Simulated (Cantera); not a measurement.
Feed: 1 mol Si(CH3)4, 0.0073 mol C3H8, a varied amount of H2, at 1875 °C and 1.33 mbar.

Cantera equilibrium calculation (NASA polynomials, part measured and part estimated; ideal gas, pure solids and liquids). Candidate condensed phases: C, C6H6, C7H8, C8H18, Si, SiC; 87 gas species. Equilibrium is a limit: real reactors are often held back by kinetics, nucleation or transport.

x: gas mole fraction; n: condensed amount in mol.

| n(H2) (mol) | x H2 | x H | x Si | x C2H2 (acetylene) | n C(graphite) |
|---|---|---|---|---|---|
| 250 | 0.887 | 0.108 | 0.00329 | 0.00170 | 2.94 |
| 310 | 0.888 | 0.108 | 0.00268 | 0.00170 | 2.73 |
| 390 | 0.888 | 0.108 | 0.00215 | 0.00170 | [?] |
| 480 | 0.889 | 0.108 | 0.00175 | 0.00170 | [?] |
| 600 | 0.889 | 0.108 | 0.00141 | 0.00170 | [?] |
| 750 | 0.889 | 0.108 | 0.00113 | 0.00170 | [?] |
| 930 | 0.890 | 0.108 | 0.000916 | 0.00170 | [?] |
| 1200 | 0.890 | 0.108 | 0.000717 | 0.00152 | 0 |
| 1400 | 0.890 | 0.108 | 0.000621 | 0.00131 | 0 |

**Question.** Some entries are withheld; supply them.

**Answer.** 
- 390, n C(graphite): 2.44
- 480, n C(graphite): 2.11
- 600, n C(graphite): 1.68
- 750, n C(graphite): 1.13
- 930, n C(graphite): 0.481
